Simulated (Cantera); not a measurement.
Input (Python, Cantera) and output of one run.

```python
import numpy as np
import cantera as ct

gas_names = """
    H H2 N NH NH2 NH3 N2 N2H2 N2H4 Si SiH SiH2 SiH3 SiH4 SiN Si2 Si2N Si3
""".split()
cond_names = """
    Si(cr) Si(L) Si3N4(a)
""".split()


# ... load() reads the species with a 1 bar reference pressure and builds the phases ...
atoms = {
    'SiH4': {'Si': 1, 'H': 4},
    'N2': {'N': 2},
}
top_T = {'Si3N4(a)': 2400}  # K; cautious upper limits of use, not melting points


# ... equilibrate(T, P, feed) seeds the gas with the atoms and calls Mixture.equilibrate('TP', solver="vcs", rtol=1e-11, max_steps=5000) ...
results = []
feed = {'SiH4': 1, 'N2': 5.4}  # mol
T = 1100  # K
P = 180000  # Pa
mix = equilibrate(T, P, feed)
results.append((T, P, feed, dict(zip(mix.species_names, mix.species_moles))))
print(gas.report(threshold=1e-06))
for i in range(1, mix.n_phases):
    print(f"{mix.phase(i).name:16s} {mix.phase_moles(i):12.5e} mol")
```

Output:

```
       temperature   1100 K
          pressure   1.8e+05 Pa
           density   0.39939 kg/m^3
  mean mol. weight   20.293 kg/kmol
   phase of matter   gas

                          1 kg             1 kmol
                     ---------------   ---------------
          enthalpy        1.2048e+06        2.4449e+07  J
   internal energy        7.5411e+05        1.5303e+07  J
           entropy             10497        2.1303e+05  J/K
    Gibbs function       -1.0342e+07       -2.0988e+08  J
 heat capacity c_p              1598             32428  J/K
 heat capacity c_v            1188.2             24114  J/K

                      mass frac. Y      mole frac. X     chem. pot. / RT
                     ---------------   ---------------   ---------------
                H2          0.029498           0.29694           -18.374
               NH3         6.512e-05        7.7594e-05               -40
                N2           0.97044           0.70299           -24.878
     [  +15 minor]        5.2531e-10        1.0506e-08

Si(cr)            0.00000e+00 mol
Si3N4(a)          3.33333e-01 mol
```

These are equilibrium values from Cantera (NASA tables, ideal gas, pure condensed phases), not measurements of a reactor. N2 is the only nitrogen source here; it is nearly inert below about 1500 K, so the nitride shown seldom forms there in practice.
